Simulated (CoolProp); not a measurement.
Properties of CH2F2 (R32) along the isobar 2.78 MPa (Tc = 351.3 K, pc = 5.783 MPa, ω = 0.277).

Computed with CoolProp (reference Helmholtz-energy equation of state, Tillner-Roth 1997).

| T (K) | phase | cp (kJ/(kg K)) | speed of sound (m/s) | expansivity (1/kK) | Prandtl number |
|---|---|---|---|---|---|
| 175.6 | liquid | 1.556 | 1219 | … | 4.62 |
| 201.5 | liquid | 1.559 | 1087 | 2.033 | 3.11 |
| 227.3 | liquid | 1.587 | … | 2.299 | 2.36 |
| 253.2 | liquid | … | 821.5 | 2.709 | 1.93 |
| 279.1 | liquid | … | 681.6 | 3.417 | 1.69 |
| 305 | liquid | 1.989 | 524.9 | 5.015 | 1.60 |
| 330.9 | gas | … | 209.4 | 9.073 | 1.15 |
| 356.8 | gas | 1.316 | 230.9 | 5.794 | 0.935 |
| 382.7 | gas | 1.217 | 246.7 | 4.447 | 0.843 |

Question: Complete the blanks.

Answer: 
- 175.6, expansivity (1/kK): 1.851
- 227.3, speed of sound (m/s): 955.3
- 253.2, cp (kJ/(kg K)): 1.645
- 279.1, cp (kJ/(kg K)): 1.754
- 330.9, cp (kJ/(kg K)): 1.636

Viscosity comes from a separate model (Bell 2016), an estimate that may be off by 10 % or more. Thermal conductivity comes from a separate model (Huber 2003), an estimate that may be off by 10 % or more.
